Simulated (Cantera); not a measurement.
# Iron carbonyl, mercury and lead vapours: Pb + O2 + N2

A closed system holds: 1 mol Pb, 0.012 mol O2, 9.6 mol N2, held at 1023.15 K.

Method: chemical equilibrium by Gibbs-energy minimisation in Cantera with the NASA 1993 tables (ideal gas, pure condensed phases). Candidate condensed phases: Pb, PbO, PbO2, Pb3O4; 12 gas species. Mutual solubility and eutectic melting of coexisting phases are not modelled. Equilibrium is a limit: real reactors are often held back by kinetics, nucleation or transport.

| P (Pa) | x N2 | x Pb | x PbO | x Pb2 | x O2 | x NO | n Pb(l) | n PbO(yellow) |
|---|---|---|---|---|---|---|---|---|
| 10 | 0.906 | 0.0921 | 0.00226 | 1.40e-7 | 1.19e-8 | 1.03e-8 | 0 | 0 |
| 100 | 0.973 | 0.0267 | 0.000646 | 1.18e-7 | 1.15e-9 | 3.30e-9 | 0.712 | 0.0176 |
| 1000 | 0.997 | 0.00267 | 6.46e-5 | 1.18e-8 | 1.15e-10 | 1.06e-9 | 0.950 | 0.0234 |
| 10000 | 1.000 | 0.000267 | 6.46e-6 | 1.18e-9 | 1.15e-11 | 3.35e-10 | 0.973 | 0.0239 |
| 100000 | 1.000 | 2.67e-5 | 6.46e-7 | 1.18e-10 | 1.15e-12 | 1.06e-10 | 0.976 | 0.0240 |
| 1000000 | 1.000 | 2.67e-6 | 6.46e-8 | 1.18e-11 | <1e-12 | 3.35e-11 | 0.976 | 0.0240 |
x: gas mole fraction; n: condensed amount in mol.

At 10.0 Pa nothing is condensed. From 100 Pa to 1000000 Pa the condensed part is Pb(l) + PbO(yellow). The main Pb-bearing gas is Pb throughout.
